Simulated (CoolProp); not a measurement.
Properties of hexamethyldisiloxane (MM) along the isobar 2.3 MPa (Tc = 245.6 °C, pc = 1.931 MPa, ω = 0.418).

Computed with CoolProp (reference Helmholtz-energy equation of state, Thol 2016).

```
T (°C)          phase  density (kg/m³)  Joule-Thomson coefficient (K/MPa)  isothermal compressibility (1/MPa)  expansivity (1/kK)
------  -------------  ---------------  ---------------------------------  ----------------------------------  ------------------
140.75         liquid            632.5                            -0.1061                            0.007036               2.055
166.55         liquid            597.0                            0.05371                             0.01054               2.443
192.35         liquid            556.3                             0.3325                             0.01761               3.109
218.05         liquid            505.5                             0.9561                             0.03667               4.575
243.85         liquid            423.1                              3.852                              0.1666               11.80
269.55  supercritical            166.2                              17.85                               1.148               19.57
295.35  supercritical            122.9                              10.85                              0.7120               7.766
321.05  supercritical            104.6                              8.040                              0.6026               5.162
346.85  supercritical            93.16                              6.418                              0.5503               3.964
```
